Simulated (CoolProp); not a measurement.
A simple Rankine cycle with dimethyl carbonate: condensing at 304.15 K, boiler at 0.748 MPa, turbine inlet 444 K, turbine efficiency 0.8, pump efficiency 0.8, no recuperator. Each further row changes one setting.

The numbers come from the reference Helmholtz-energy equation of state, Zhou 2011 in CoolProp.

| case | thermal efficiency (%) | net work (kJ/kg) | heat in (kJ/kg) | turbine exit temperature (K) | volume ratio over the turbine |
|---|---|---|---|---|---|
| as stated | 19.9 | … | 591 | 350.3 | 68.3 |
| turbine inlet 464 K | 19.9 | 124 | … | … | 67.6 |
| condensing temperature 296.15 K | 21.0 | 127 | … | 342.9 | 100 |
| boiler pressure 0.524 MPa | 18.6 | 111 | 596 | … | … |
| turbine efficiency 0.7 | 17.4 | 103 | 591 | 361.5 | … |

Task: Fill in the missing entries.

Result: 
- as stated, net work (kJ/kg): 117
- turbine inlet 464 K, heat in (kJ/kg): 624
- turbine inlet 464 K, turbine exit temperature (K): 370.1
- condensing temperature 296.15 K, heat in (kJ/kg): 605
- boiler pressure 0.524 MPa, turbine exit temperature (K): 359.5
- boiler pressure 0.524 MPa, volume ratio over the turbine: 47.0
- turbine efficiency 0.7, volume ratio over the turbine: 70.5
